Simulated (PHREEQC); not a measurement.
# Metal-bearing waste water: an equilibrium model

Dissolve 0.0041 mol CdCl2 and 0.00065 mol ZnCl2 per kg of water at 25 °C. Closed to the air; pH follows from the charge balance.

Computed with PHREEQC (ion-association model, wateq4f.dat).

The pH is 5.96 and the ionic strength comes out as 0.0114 mol/kgw.

```tsv
species	molality	activity	log γ
Cl-	0.00807	0.00722	-0.048
Cd+2	0.00271	0.00175	-0.190
CdCl+	0.00135	0.00121	-0.048
Zn+2	0.000640	0.000423	-0.180
CdCl2	3.63e-5	3.64e-5	0.001
ZnCl+	9.17e-6	8.22e-6	-0.048
H+	1.20e-6	1.09e-6	-0.041
ZnOH+	4.75e-7	4.26e-7	-0.048
CdOHCl	4.57e-7	4.59e-7	0.001
CdCl3-	1.85e-7	1.66e-7	-0.048
CdOH+	1.49e-7	1.34e-7	-0.048
ZnOHCl	9.26e-8	9.29e-8	0.001
ZnCl2	6.19e-8	6.21e-8	0.001
```

This is a speciation only: nothing precipitates in the calculation.
